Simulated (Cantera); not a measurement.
# Stirred combustor or abatement burner

A perfectly stirred reactor is fed with CH4 : H2 : O2 : N2 : H2O : CO2 = 1 : 1.4 : 2.08 : 7.81 : 1.8 : 0.23 (molar parts), at 101000 Pa; it is adiabatic with a 350 K inlet, and is followed from long to short residence time, starting on the burning branch (τ in s: 0.45, 0.18, 0.075, 0.03, 0.012, 0.005, 0.002, 0.00083, 0.00034, 0.00014, 5.6e-05, 2.3e-05).

Computed with Cantera and GRI-Mech 3.0 (53 species, 325 reactions).

| τ (s) | T (K) | x CH4 | x H2 | x O2 | x NO2 | x C2H2 | x C2H4 | x HCN |
|---|---|---|---|---|---|---|---|---|
| 0.45 | 1902 | 6.45e-5 | 0.0514 | 5.71e-5 | 2.51e-10 | 1.39e-6 | 3.21e-8 | 1.55e-6 |
| 0.18 | 1899 | 7.49e-5 | 0.0514 | 0.000102 | 3.85e-10 | 2.11e-6 | 6.21e-8 | 2.65e-6 |
| 0.075 | 1895 | 7.93e-5 | 0.0514 | 0.000172 | 5.78e-10 | 2.47e-6 | 9.60e-8 | 4.10e-6 |
| 0.030 | 1888 | 8.48e-5 | 0.0514 | 0.000299 | 8.54e-10 | 2.64e-6 | 1.38e-7 | 6.07e-6 |
| 0.012 | 1878 | 0.000100 | 0.0515 | 0.000532 | 1.18e-9 | 2.97e-6 | 2.04e-7 | 8.39e-6 |
| 0.0050 | 1863 | 0.000134 | 0.0516 | 0.000941 | 1.48e-9 | 3.83e-6 | 3.34e-7 | 1.06e-5 |
| 0.0020 | 1842 | 0.000212 | 0.0519 | 0.00173 | 1.67e-9 | 6.08e-6 | 6.77e-7 | 1.26e-5 |
| 0.00083 | 1813 | 0.000390 | 0.0524 | 0.00320 | 1.65e-9 | 1.20e-5 | 1.74e-6 | 1.40e-5 |
| 0.00034 | 1768 | 0.000954 | 0.0535 | 0.00674 | 1.43e-9 | 3.57e-5 | 7.77e-6 | 1.50e-5 |
| 0.00014 | 350 | 0.0698 | 0.0978 | 0.145 | <1e-12 | <1e-12 | <1e-12 | <1e-12 |
| 5.6e-5 | 350 | 0.0698 | 0.0978 | 0.145 | <1e-12 | <1e-12 | <1e-12 | <1e-12 |
| 2.3e-5 | 350 | 0.0698 | 0.0978 | 0.145 | <1e-12 | <1e-12 | <1e-12 | <1e-12 |
x: mole fraction; the columns are a selection and need not sum to one.
